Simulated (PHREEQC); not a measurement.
Solution (25 °C): 0.0015 mol/kgw NaBF4, 0.0017 mol/kgw Na2S and 0.15 mol/kgw NH4BF4. Closed to the air; pH follows from the charge balance.

Equilibrium calculation in PHREEQC: ion-association model, wateq4f.dat.

Each row changes one thing in this solution. No solid was allowed to form.

```json
[
 {"case": "as made", "pH": "2.92", "ionic strength (mol/kgw)": "0.156", "BF4- (mol/kgw)": "0.142", "HF (mol/kgw)": "0.00718", "BF3OH- (mol/kgw)": "0.00699", "F- (mol/kgw)": "0.00570"},
 {"case": "temperature from 25 to 90 °C", "pH": "3.05", "ionic strength (mol/kgw)": "0.156", "BF4- (mol/kgw)": "0.135", "HF (mol/kgw)": "0.0215", "BF3OH- (mol/kgw)": "0.00871", "F- (mol/kgw)": "0.00652"},
 {"case": "NaBF4 from 0.0015 to 0.00225 mol/kgw", "pH": "2.92", "ionic strength (mol/kgw)": "0.157", "BF4- (mol/kgw)": "?", "HF (mol/kgw)": "0.00720", "BF3OH- (mol/kgw)": "0.00702", "F- (mol/kgw)": "0.00570"},
 {"case": "NaBF4 from 0.0015 to 0.0075 mol/kgw", "pH": "2.91", "ionic strength (mol/kgw)": "0.162", "BF4- (mol/kgw)": "0.148", "HF (mol/kgw)": "0.00729", "BF3OH- (mol/kgw)": "0.00716", "F- (mol/kgw)": "0.00570"},
 {"case": "diluted 10-fold with water", "pH": "2.96", "ionic strength (mol/kgw)": "0.0167", "BF4- (mol/kgw)": "0.0124", "HF (mol/kgw)": "0.00397", "BF3OH- (mol/kgw)": "0.00114", "F- (mol/kgw)": "0.00276"},
 {"case": "NaBF4 replaced by H2SiF6 at the same molality", "pH": "2.70", "ionic strength (mol/kgw)": "0.157", "BF4- (mol/kgw)": "0.142", "HF (mol/kgw)": "0.00804", "BF3OH- (mol/kgw)": "0.00622", "F- (mol/kgw)": "0.00381"},
 {"case": "0.002 mol/kgw (NH4)2HPO4 added", "pH": "?", "ionic strength (mol/kgw)": "0.160", "BF4- (mol/kgw)": "?", "HF (mol/kgw)": "0.00656", "BF3OH- (mol/kgw)": "0.00760", "F- (mol/kgw)": "0.00740"},
 {"case": "NaBF4 from 0.0015 to 0.00135 mol/kgw", "pH": "2.92", "ionic strength (mol/kgw)": "0.156", "BF4- (mol/kgw)": "0.142", "HF (mol/kgw)": "0.00718", "BF3OH- (mol/kgw)": "0.00699", "F- (mol/kgw)": "0.00570"},
 {"case": "diluted 2-fold with water", "pH": "2.91", "ionic strength (mol/kgw)": "?", "BF4- (mol/kgw)": "0.0695", "HF (mol/kgw)": "0.00605", "BF3OH- (mol/kgw)": "0.00414", "F- (mol/kgw)": "0.00426"}
]
```

Task: Fill in the missing entries.

Result: 
- NaBF4 from 0.0015 to 0.00225 mol/kgw, BF4- (mol/kgw): 0.143
- 0.002 mol/kgw (NH4)2HPO4 added, pH: 3.07
- 0.002 mol/kgw (NH4)2HPO4 added, BF4- (mol/kgw): 0.141
- diluted 2-fold with water, ionic strength (mol/kgw): 0.0789

At this temperature some constants are extrapolated from 25 °C, and those without enthalpy data are left unchanged. SiF6-2 is the database's only silicon fluoride. Real BF4- forms and hydrolyses slowly; the run takes it at equilibrium. The polysulfide entries of wateq4f.dat were taken out for this run.
